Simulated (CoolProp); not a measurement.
Vapour-liquid equilibrium of R134a (1) + R152A (2) at 185.5 K; x and y are mole fractions of (1).

The numbers come from the multi-fluid Helmholtz-energy mixture model, Tillner-Roth 1994 and Outcalt 1996; pair parameters Lemmon 2004 in CoolProp.

| x | bubble pressure (bar) | y at the bubble point | dew pressure at overall composition x (bar) | liquid density (mol/L) |
|---|---|---|---|---|
| 0.05 | 0.01846 | 0.031 | 0.01824 | 17.10 |
| 0.125 | 0.01789 | 0.086 | 0.01758 | … |
| 0.2 | 0.01739 | 0.153 | 0.01712 | 16.80 |
| 0.275 | 0.01698 | 0.230 | 0.01680 | 16.65 |
| 0.35 | 0.01668 | 0.317 | 0.01660 | 16.50 |
| 0.425 | … | 0.409 | 0.01650 | 16.34 |
| 0.5 | 0.01648 | 0.505 | 0.01648 | 16.19 |
| 0.575 | 0.01658 | 0.600 | 0.01654 | … |
| 0.65 | 0.01680 | 0.690 | 0.01668 | 15.88 |
| 0.725 | 0.01712 | 0.773 | 0.01692 | 15.73 |
| 0.8 | 0.01754 | 0.848 | 0.01726 | 15.58 |
| 0.875 | 0.01802 | 0.913 | 0.01773 | 15.43 |
| 0.95 | 0.01856 | … | 0.01837 | 15.28 |

**Question.** What belongs in the gaps?

**Answer.** 
- 0.125, liquid density (mol/L): 16.95
- 0.425, bubble pressure (bar): 0.01651
- 0.575, liquid density (mol/L): 16.03
- 0.95, y at the bubble point: 0.968

y crosses x between x = 0.425 and 0.5: the model has an azeotrope there.

The pair parameters rest on a limited set of measurements; away from them the model extrapolates.
